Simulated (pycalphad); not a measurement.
Freezing of Hf-C alloys with rising C

Source of the numbers: pycalphad with the COST 507 light-alloy database (1999); pressure 1 atm. The database dates from 1999; later assessments differ in places, in temperatures and in the compounds included. Phase fractions are per mole of atoms.

Scheil-Gulliver runs (no diffusion in the solid, steps of 4 K) beside full equilibrium. Interstitial elements diffuse fast in the metal, so real castings lie closer to equilibrium.

```
alloy              liquidus (K)  Scheil, half solid (K)  Scheil, 80 % solid (K)  Scheil, invariant end (K)  liquid left at that end  equilibrium solidus (K)
-----------------  ------------  ----------------------  ----------------------  -------------------------  -----------------------  -----------------------
Hf-0.185C (wt.%)            ___                     ___    at the invariant end                       2479                      ___                      ___
Hf-0.2492C (wt.%)          2548                    2504    at the invariant end                       2479                     0.31                     2494
Hf-0.5163C (wt.%)          2807                    2550                    2493                       2479                     0.15                     2567
```

Problem. Some entries are withheld; supply them.

Solution. 
- Hf-0.185C (wt.%), liquidus (K): 2521
- Hf-0.185C (wt.%), Scheil, half solid (K): 2482
- Hf-0.185C (wt.%), liquid left at that end: 0.47
- Hf-0.185C (wt.%), equilibrium solidus (K): 2479
